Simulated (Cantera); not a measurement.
Feed: 1 mol CaO, a varied amount of NF3, 33 mol H2, equilibrated at 1050 °C and 19.0 mbar.

Cantera equilibrium calculation (NASA polynomials, part measured and part estimated; ideal gas, pure solids and liquids). Candidate condensed phases: Ca, CaF2, CaO, Ca(OH)2, H2O; 47 gas species. The numbers say what is thermodynamically allowed, not how fast it happens.

Problem. At 16 mol NF3, list the 4 most abundant gas species with their mole fractions, and the condensed phases.

Solution. HF 0.719, H2 0.141, N2 0.125, H2O 0.0156. Condensed: CaF2(s).
